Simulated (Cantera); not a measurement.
A Cantera script and what it prints.

```python
import numpy as np
import cantera as ct

gas_names = [...]  # 109 gases of nasa_gas.yaml made of C, Cl, H, Si
cond_names = """
    C(gr) C6H6(L) C7H8(L) C8H18(L),n-octa Si(cr) Si(L) SiC(b)
""".split()


# ... load() reads the species with a 1 bar reference pressure and builds the phases ...
atoms = {
    '(CH3)2SiCl2': {'C': 2, 'H': 6, 'Si': 1, 'CL': 2},
    'H2': {'H': 2},
}
top_T = {'C(gr)': 4500, 'SiC(b)': 3050}  # K; cautious upper limits of use, not melting points


# ... equilibrate(T, P, feed) seeds the gas with the atoms and calls Mixture.equilibrate('TP', solver="vcs", rtol=1e-11, max_steps=5000) ...
results = []
feed = {'(CH3)2SiCl2': 1, 'H2': 8.9}  # mol
P = 330  # Pa
for T in [1200, 1350, 1500, 1650, 1800, 1950, 2100, 2250]:
    mix = equilibrate(T, P, feed)
    results.append((T, P, feed, dict(zip(mix.species_names, mix.species_moles))))

top = {s: max(r[3][s] / sum(r[3][g] for g in gas_names) for r in results) for s in gas_names}
cols = sorted((s for s in top if top[s] > 0.0001), key=lambda s: -top[s])[:5]
seen = [c for c in cond_names if any(r[3].get(c, 0) > 1e-12 for r in results)]
print("log10 of partial pressures in bar; condensed amounts in mol")
print(f"{'T/K':>10s}" + "".join(f"{s[:9]:>10s}" for s in cols + seen))
for T, P, feed, n in results:
    ng = sum(n[g] for g in gas_names)
    print(f"{T:10.4g}" + "".join(f"{np.log10(max(n[s] / ng * P / 1e5, 1e-99)):10.3f}" for s in cols)
          + "".join(f"{n.get(c, 0):10.4g}" for c in seen))
```

It prints:

```
log10 of partial pressures in bar; condensed amounts in mol
       T/K        H2       HCL         H        Si        CL     C(gr)    SiC(b)
      1200    -2.554    -3.293    -7.982   -14.631    -8.782     1.002    0.9971
      1350    -2.554    -3.293    -6.900   -12.120    -7.718     1.004    0.9957
      1500    -2.554    -3.295    -6.032   -10.115    -6.866     1.008    0.9913
      1650    -2.555    -3.299    -5.319    -8.478    -6.169     1.015    0.9842
      1800    -2.556    -3.306    -4.724    -7.116    -5.590     1.023    0.9736
      1950    -2.562    -3.320    -4.222    -5.967    -5.105     1.032    0.9555
      2100    -2.578    -3.348    -3.796    -4.983    -4.699      1.07    0.8923
      2250    -2.622    -3.411    -3.440    -4.132    -4.369     1.328     0.507
```

These are equilibrium values from Cantera (NASA tables, ideal gas, pure condensed phases), not measurements of a reactor. The feed counts by its element totals alone. The tables' values for SiCl, SiCl3 are old estimates; treat these amounts as uncertain. Gases not in the tables: Si2H6 and higher silanes.
